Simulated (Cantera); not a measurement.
## Dilute partial oxidation

A perfectly stirred reactor is fed with 2.12 % C₂H₄, 1.94 % O₂, 88.3 % N₂, 7.60 % CH₄, equivalence ratio 11, at 1.88 atm; it is held at 1225 K, and followed from long to short residence time.

Model: GRI-Mech 3.0 (53 species, 325 reactions), integrated in Cantera. GRI-Mech 3.0 was tuned for natural gas; its chemistry of ethylene as a main component is partial and can be far from experiment. GRI-Mech 3.0 stops at C3 and has no aromatics, soot or wall deposition, so with more carbon than oxygen in the feed, carbon stays in small species such as C2H2 where larger ones or solid carbon would form. The temperature is held fixed by assumption; the heat of reaction is taken as removed at once.

```
τ (s)   x C₂H₄     x O₂    x HCO      x H     x OH
------  ------  -------  -------  -------  -------
0.49    0.0102  0.00250  6.44e-9  2.44e-7  5.27e-9
0.31    0.0112  0.00318  9.53e-9  2.77e-7  7.93e-9
0.19    0.0124  0.00412  1.41e-8  3.13e-7  1.22e-8
0.12    0.0134  0.00525  1.99e-8  3.46e-7  1.80e-8
0.072   0.0146  0.00682  2.78e-8  3.80e-7  2.71e-8
0.045   0.0157  0.00857  3.58e-8  4.04e-7  3.79e-8
0.028   0.0168   0.0106  4.32e-8  4.15e-7  5.01e-8
0.017   0.0178   0.0129  4.72e-8  4.04e-7  6.12e-8
0.011   0.0187   0.0150  4.48e-8  3.66e-7  6.45e-8
0.0066  0.0197   0.0170  3.46e-8  2.90e-7  5.68e-8
0.0041  0.0203   0.0182  2.42e-8  2.20e-7  4.43e-8
```
x: mole fraction; the columns are a selection and need not sum to one.
